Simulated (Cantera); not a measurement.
An isothermal, constant-pressure homogeneous reactor starts with H₂ : O₂ : N₂ = 0.52 : 1 : 1.8 (molar parts), at 1350 K and 100000 Pa.

Cantera simulation using the H2/O2 subset of GRI-Mech 3.0, which has no nitrogen chemistry; the numbers are that mechanism's predictions, not measurements. The temperature is held fixed by assumption; the heat of reaction is taken as removed at once.

x: mole fraction; the columns are a selection and need not sum to one.

```json
[
 {"t (s)": "0.000900", "x H₂": "4.88e-6", "x O₂": "0.242", "x O": "1.06e-5", "x OH": "0.000179", "x H": "1.98e-7", "x H₂O₂": "1.92e-7"},
 {"t (s)": "0.00214", "x H₂": "1.25e-6", "x O₂": "0.242", "x O": "3.43e-6", "x OH": "0.000102", "x H": "3.56e-8", "x H₂O₂": "7.69e-8"},
 {"t (s)": "0.00511", "x H₂": "4.09e-7", "x O₂": "0.242", "x O": "1.26e-6", "x OH": "6.14e-5", "x H": "7.92e-9", "x H₂O₂": "3.24e-8"},
 {"t (s)": "0.0122", "x H₂": "[?]", "x O₂": "0.242", "x O": "[?]", "x OH": "[?]", "x H": "[?]", "x H₂O₂": "[?]"},
 {"t (s)": "0.0290", "x H₂": "8.78e-8", "x O₂": "0.242", "x O": "2.71e-7", "x OH": "2.83e-5", "x H": "8.84e-10", "x H₂O₂": "8.28e-9"},
 {"t (s)": "0.0690", "x H₂": "7.19e-8", "x O₂": "0.242", "x O": "2.12e-7", "x OH": "2.50e-5", "x H": "6.52e-10", "x H₂O₂": "6.72e-9"},
 {"t (s)": "0.164", "x H₂": "7.10e-8", "x O₂": "0.242", "x O": "2.09e-7", "x OH": "2.48e-5", "x H": "6.39e-10", "x H₂O₂": "6.63e-9"},
 {"t (s)": "0.391", "x H₂": "7.10e-8", "x O₂": "0.242", "x O": "2.09e-7", "x OH": "2.48e-5", "x H": "6.39e-10", "x H₂O₂": "6.63e-9"},
 {"t (s)": "0.932", "x H₂": "7.10e-8", "x O₂": "0.242", "x O": "2.09e-7", "x OH": "2.48e-5", "x H": "6.39e-10", "x H₂O₂": "6.63e-9"},
 {"t (s)": "2.22", "x H₂": "7.10e-8", "x O₂": "0.242", "x O": "2.09e-7", "x OH": "2.48e-5", "x H": "6.39e-10", "x H₂O₂": "6.63e-9"},
 {"t (s)": "5.29", "x H₂": "7.10e-8", "x O₂": "0.242", "x O": "2.09e-7", "x OH": "2.48e-5", "x H": "6.39e-10", "x H₂O₂": "6.63e-9"},
 {"t (s)": "12.6", "x H₂": "7.10e-8", "x O₂": "0.242", "x O": "2.09e-7", "x OH": "2.48e-5", "x H": "6.39e-10", "x H₂O₂": "6.63e-9"},
 {"t (s)": "30.0", "x H₂": "7.10e-8", "x O₂": "0.242", "x O": "2.09e-7", "x OH": "2.48e-5", "x H": "6.39e-10", "x H₂O₂": "6.63e-9"}
]
```

### Question
Some entries are withheld; supply them.

### Answer

- 0.0122, x H₂: 1.63e-7
- 0.0122, x O: 5.21e-7
- 0.0122, x OH: 3.94e-5
- 0.0122, x H: 2.17e-9
- 0.0122, x H₂O₂: 1.47e-8
